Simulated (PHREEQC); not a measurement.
A solution holds 4.1 mmol/kgw NH3, 0.019 mmol/kgw H4SiO4 and 0.94 mmol/kgw K3PO4, at 65 °C. It is in equilibrium with CO2 at log p = -3.4 (atm). Otherwise closed; pH follows from the charge balance.

All values are PHREEQC results (ion-association model, phreeqc.dat), not measurements.

Each row changes one thing in this solution. No solid was allowed to form.

| case | pH | ionic strength (mol/kgw) | NH3 (mol/kgw) | HCO3- (mol/kgw) | NH4+ (mol/kgw) | CO3-2 (mol/kgw) |
|---|---|---|---|---|---|---|
| as made | 8.71 | 0.00479 | 0.00312 | 0.00170 | 0.000976 | 8.09e-5 |
| H4SiO4 left out | 8.71 | 0.00479 | 0.00313 | 0.00170 | 0.000975 | 8.11e-5 |
| H4SiO4 from 1.9e-05 to 9.5e-05 mol/kgw | 8.71 | 0.00479 | 0.00312 | 0.00169 | 0.000979 | 8.00e-5 |
| 0.00012 mol/kgw NaHCO3 added | ___ | 0.00489 | 0.00315 | 0.00177 | 0.000946 | 8.79e-5 |
| diluted 10-fold with water | ___ | 0.000612 | 0.000167 | 0.000328 | 0.000243 | 2.74e-6 |
| temperature from 65 to 20 °C | ___ | 0.00725 | 0.000711 | 0.00409 | 0.00339 | 0.000129 |
| H4SiO4 from 1.9e-05 to 1.71e-05 mol/kgw | 8.71 | 0.00479 | 0.00313 | 0.00170 | 0.000976 | 8.09e-5 |
| H4SiO4 from 1.9e-05 to 1.9e-06 mol/kgw | 8.71 | 0.00479 | 0.00313 | 0.00170 | 0.000975 | 8.11e-5 |
| K3PO4 left out | ___ | 0.00128 | 0.00286 | 0.00113 | 0.00124 | 3.33e-5 |

Question: Complete the blanks.

Answer: 
- 0.00012 mol/kgw NaHCO3 added, pH: 8.73
- diluted 10-fold with water, pH: 8.02
- temperature from 65 to 20 °C, pH: 8.76
- K3PO4 left out, pH: 8.55

At this temperature some constants are extrapolated from 25 °C, and those without enthalpy data are left unchanged.
